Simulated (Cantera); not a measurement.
Charge: 1 mol CH4, 0.3 mol NH3, 36 mol H2, at 1900 K and 0.470 bar.

Equilibrium computed with Cantera from the NASA thermochemical tables; the gas is ideal and each condensed phase is pure. Candidate condensed phases: C, C6H6, C7H8, C8H18; 92 gas species. The numbers say what is thermodynamically allowed, not how fast it happens.

Base state: H2 0.994, N2 0.00358, H 0.00115, HCN 0.000581, C2H2 (acetylene) 0.000380, CH4 0.000261, HNC 2.73e-5 (mole fractions); condensed: C(graphite).

What changes in the equilibrium state with this change: temperature from 1900 K to 1075 K?


```json
[
 {"species": "H2", "before": "0.994", "after": "0.976"},
 {"species": "CH4", "before": "0.000261", "after": "0.0202"},
 {"species": "N2", "before": "0.00358", "after": "0.00396"},
 {"species": "H", "before": "0.00115", "after": "2.11e-8"},
 {"species": "C2H2 (acetylene)", "before": "0.000380", "after": "7.34e-9"},
 {"species": "HNC", "before": "2.73e-5", "after": "2.42e-9"},
 {"species": "HCN", "before": "0.000581", "after": "9.85e-7"},
 {"species": "NH3", "before": "6.68e-7", "after": "1.04e-5"},
 {"species": "C(graphite), mol", "before": "0.937", "after": "0.236"}
]
```
